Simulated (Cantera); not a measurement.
A perfectly stirred reactor is fed with C2H6 : N2 = 1 : 4.6 (molar parts), at 13300 Pa; it is held at 1450 K, and followed from long to short residence time.

Computed with Cantera and GRI-Mech 3.0 (53 species, 325 reactions). GRI-Mech 3.0 stops at C3 and has no aromatics, soot or wall deposition, so with more carbon than oxygen in the feed, carbon stays in small species such as C2H2 where larger ones or solid carbon would form.

```json
[
 {"quantity": "x(C2H6) at τ = 24.0 s", "before": "2.81e-5", "after": "1.31e-5"},
 {"quantity": "x(C2H4) at τ = 24.0 s", "before": "0.00198", "after": "0.000368"},
 {"quantity": "x(HCN) at τ = 24.0 s", "before": "4.01e-8", "after": "1.46e-7"},
 {"quantity": "x(C2H2) at τ = 24.0 s", "before": "0.121", "after": "0.0482"},
 {"quantity": "x(H) at τ = 24.0 s", "before": "1.97e-5", "after": "1.49e-5"},
 {"quantity": "x(C2H6) at τ = 0.130 s", "before": "0.00161", "after": "0.000743"},
 {"quantity": "x(C2H4) at τ = 0.130 s", "before": "0.0114", "after": "0.00393"},
 {"quantity": "x(HCN) at τ = 0.130 s", "before": "2.95e-8", "after": "1.14e-7"},
 {"quantity": "x(C2H2) at τ = 0.130 s", "before": "0.104", "after": "0.0413"},
 {"quantity": "x(H) at τ = 0.130 s", "before": "6.87e-5", "after": "5.50e-5"}
]
```

Problem. What was changed between the two runs?
A) N2 4.6 to 16 parts
B) pressure from 13300 Pa to 1400 Pa
C) temperature 1450 to 1623 K
D) N2 4.6 to 1.4 parts

Solution. A, N2 4.6 to 16 parts
